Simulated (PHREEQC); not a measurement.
Make-up at 25 °C: 0.0066 mol/kgw AgF and 0.037 mol/kgw Zn(NO3)2. Closed to the air; pH follows from the charge balance.

Equilibrium calculation in PHREEQC: ion-association model, wateq4f.dat.

Each row changes one thing in this solution. No solid was allowed to form.

```csv
case,pH,ionic strength (mol/kgw),Zn+2 (mol/kgw),F- (mol/kgw),ZnF+ (mol/kgw),AgNO3 (mol/kgw),SI of Zincite(c) (ZnO),SI of Zn(OH)2-e (Zn(OH)2)
as made,5.79,0.115,0.0360,0.00550,0.00104,0.000136,-1.43,-1.79
0.011 mol/kgw Fe2(SO4)3 added,2.64,0.156,0.0285,7.77e-6,1.06e-6,?,-7.85,-8.22
Zn(NO3)2 from 0.037 to 0.0037 mol/kgw,6.27,0.0172,0.00350,0.00633,0.000191,1.88e-5,-1.27,-1.63
0.022 mol/kgw CsOH added,?,0.103,0.0234,0.00581,0.000743,0.000139,+3.73,+3.37
Zn(NO3)2 from 0.037 to 0.0407 mol/kgw,5.76,0.126,0.0396,0.00544,0.00110,0.000146,-1.44,-1.80
AgF from 0.0066 to 0.00726 mol/kgw,?,0.116,0.0358,0.00605,0.00114,0.000149,-1.39,-1.75
```

Fill in the missing entries.


- 0.011 mol/kgw Fe2(SO4)3 added, AgNO3 (mol/kgw): 0.000120
- 0.022 mol/kgw CsOH added, pH: 8.45
- AgF from 0.0066 to 0.00726 mol/kgw, pH: 5.80

Some of these states are supersaturated (in Hematite (slow to form), Goethite (slow to form), Zn(OH)2-e, for instance). Fluoro complexes past AlF4- and FeF3 are missing from the database.
